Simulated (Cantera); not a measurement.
What does this Cantera script print?

```python
import numpy as np
import cantera as ct

gas = ct.Solution("gri30.yaml")
gas.TPX = 1925, 1400, {'CH4': 0.029, 'H2': 1}
reactor = ct.IdealGasConstPressureReactor(gas, energy="off", clone=False)
net = ct.ReactorNet([reactor])
net.rtol, net.atol = 1e-08, 1e-18
show = ['CH4', 'H2', 'C2H', 'C2H4', 'CH3', 'C2H2', 'H']
times = np.geomspace(1e-05, 100, 14)

steps = ct.SolutionArray(gas, extra=["t"])
rows = []
print(f"{'t/s':>10s}{'T/K':>9s}{'P/Pa':>11s}" + "".join(f"{s:>11s}" for s in show))
for t in times:
    while net.time < t:
        t_next = net.step()
        steps.append(gas.state, t=t_next)
    rows.append([np.interp(t, steps.t, y) for y in (steps.T, steps.P, *steps(*show).X.T)])
    print(f"{t:10.3e}{rows[-1][0]:9.1f}{rows[-1][1]:11.4g}" + "".join(f"{x:11.3e}" for x in rows[-1][2:]))
rate = np.gradient(steps.T, steps.t)
print("integrator steps:", len(steps.t))
if steps.T.max() > steps.T[0] + 200:
    print(f"time of steepest temperature rise: {steps.t[rate.argmax()]:.4e} s")
gas.TPX = 1925, 1400, {'CH4': 0.029, 'H2': 1}
gas.equilibrate("TP")
print(f"equilibrium (TP): T = {gas.T:.1f} K  " + "  ".join(f"{s} {gas[s].X[0]:.3e}" for s in show))
```

Output:

```
       t/s      T/K       P/Pa        CH4         H2        C2H       C2H4        CH3       C2H2          H
 1.000e-05   1925.0       1400  2.818e-02  9.718e-01  1.241e-24  1.123e-13  1.499e-06  5.662e-17  1.705e-06
 3.455e-05   1925.0       1400  2.818e-02  9.718e-01  1.235e-21  8.155e-12  4.709e-06  1.379e-14  6.361e-06
 1.194e-04   1925.0       1400  2.817e-02  9.718e-01  9.709e-19  4.448e-10  1.476e-05  2.838e-12  2.348e-05
 4.125e-04   1925.0       1400  2.813e-02  9.717e-01  5.806e-16  1.941e-08  4.901e-05  4.761e-10  8.301e-05
 1.425e-03   1925.0       1400  2.801e-02  9.715e-01  3.494e-13  7.462e-07  1.665e-04  8.210e-08  2.885e-04
 4.924e-03   1925.0       1400  2.753e-02  9.709e-01  2.025e-10  1.863e-05  5.610e-04  1.380e-05  9.944e-04
 1.701e-02   1925.0       1400  2.460e-02  9.699e-01  3.911e-08  9.270e-05  1.528e-03  8.705e-04  3.041e-03
 5.878e-02   1925.0       1400  1.312e-02  9.742e-01  4.637e-07  4.557e-05  1.273e-03  6.613e-03  4.768e-03
 2.031e-01   1925.0       1400  3.547e-03  9.783e-01  1.028e-06  6.309e-06  4.316e-04  1.172e-02  5.990e-03
 7.017e-01   1925.0       1400  6.851e-04  9.786e-01  1.417e-06  2.175e-06  1.015e-04  1.327e-02  7.293e-03
 2.424e+00   1925.0       1400  1.467e-04  9.783e-01  1.581e-06  1.943e-06  2.372e-05  1.356e-02  7.958e-03
 8.377e+00   1925.0       1400  4.885e-05  9.783e-01  1.605e-06  1.932e-06  7.991e-06  1.362e-02  8.047e-03
 2.894e+01   1925.0       1400  3.839e-05  9.783e-01  1.606e-06  1.932e-06  6.283e-06  1.362e-02  8.050e-03
 1.000e+02   1925.0       1400  3.835e-05  9.783e-01  1.606e-06  1.932e-06  6.277e-06  1.362e-02  8.050e-03
integrator steps: 1175
equilibrium (TP): T = 1925.0 K  CH4 3.838e-05  H2 9.783e-01  C2H 1.606e-06  C2H4 1.932e-06  CH3 6.281e-06  C2H2 1.362e-02  H 8.050e-03
```

Computed with Cantera and GRI-Mech 3.0 (53 species, 325 reactions). GRI-Mech 3.0 stops at C3 and has no aromatics, soot or wall deposition, so with more carbon than oxygen in the feed, carbon stays in small species such as C2H2 where larger ones or solid carbon would form. Radical loss at walls, strong at low pressure, is not modelled.
